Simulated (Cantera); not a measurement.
An isothermal, constant-pressure homogeneous reactor starts with 3.29 % H2, 96.7 % O2, equivalence ratio 0.017, at 1025 K and 0.0138 atm.

Cantera simulation using the H2/O2 subset of GRI-Mech 3.0, which has no nitrogen chemistry; the numbers are that mechanism's predictions, not measurements. Radical loss at walls, strong at low pressure, is not modelled.

One state of this run: x H2 = 0.000347; x O2 = 0.953; x OH = 0.00103; x O = 0.0118; x H2O = 0.0310; x HO2 = 4.60e-6. x: mole fraction; the columns are a selection and need not sum to one.

Which value of t (s) does it belong to?
(A) 1.25e-5
(B) 0.0194
(C) 4.78
(D) 0.763

B, 0.0194
